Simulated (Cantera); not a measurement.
Input: 1 mol BN, 19 mol NF3, 19 mol H2, equilibrated at 1398 K and 78000 Pa.

Method: chemical equilibrium by Gibbs-energy minimisation in Cantera with the NASA 1993 tables (ideal gas, pure condensed phases). Candidate condensed phases: B, BN; 31 gas species. The numbers say what is thermodynamically allowed, not how fast it happens.

**Question.** What is the equilibrium state?

**Answer.** 
```json
{
 "x(HF)": "0.593",
 "x(F)": "0.222",
 "x(N2)": "0.156",
 "x(BF3)": "0.0156",
 "x(F2)": "0.0137",
 "x(H2F2)": "4.11e-6",
 "x(NF3)": "2.56e-6",
 "gas_amount": "64.12 mol",
 "log10 activity of B(s) (absent)": "-38.22"
}
```
